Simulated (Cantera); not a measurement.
**Metals in furnace atmospheres: Pb + CO₂ + H₂**

A closed system holds: 1 mol Pb, 5.2 mol CO₂, 110 mol H₂, at 1177 °C and 48.0 mbar.

Equilibrium computed with Cantera from the NASA thermochemical tables; the gas is ideal and each condensed phase is pure. Candidate condensed phases: C, C₆H₆, C₇H₈, C₈H₁₈, H₂O, Pb, PbO, PbO₂, Pb₃O₄; 113 gas species. Equilibrium is a limit: real reactors are often held back by kinetics, nucleation or transport.

```yaml
x(H₂): 0.903
x(CO): 0.0439
x(H₂O): 0.0439
x(Pb): 0.00861
x(CO₂): 0.000896
x(H): 4.10e-5
gas_amount: 116.2 mol
log10 activity of Pb(l) (absent): -1.56
log10 activity of C(graphite) (absent): -3.97
```
